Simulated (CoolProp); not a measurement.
Vapour-liquid equilibrium of R22 (1) + n-hexane (2) at 0.0192 MPa; x and y are mole fractions of (1).

Computed with CoolProp (multi-fluid Helmholtz-energy mixture model, Kamei 1995 and Thol 2019; pair parameters Bell 2016).

```csv
x,"bubble temperature, mixture model (K)","bubble temperature, Raoult's law (K)","y, mixture model","y, Raoult's law"
0.05,247.4,260.8,0.936,0.851
0.125,226.7,240.8,0.987,0.963
0.2,218.2,230.9,0.994,0.984
0.275,213.5,224.5,0.997,0.992
0.35,210.7,219.9,0.998,0.995
0.425,208.9,216.4,0.998,0.997
0.5,207.7,213.5,0.998,0.998
0.575,206.8,211.1,0.999,0.999
0.65,206.1,209.1,0.999,0.999
0.725,205.4,207.3,0.999,0.999
0.8,204.7,205.7,0.999,1.000
0.875,203.9,204.2,0.999,1.000
0.95,202.9,203.0,1.000,1.000
```

The largest gap from Raoult's law is -14.1 K in bubble temperature, at x = 0.125. No azeotrope shows between x = 0.05 and 0.95.

Pair parameters are fitted to limited data, so mixtures are less certain than the pure fluids. With so large a gap from Raoult's law the liquid may split in two, which this calculation doesn't test in full.
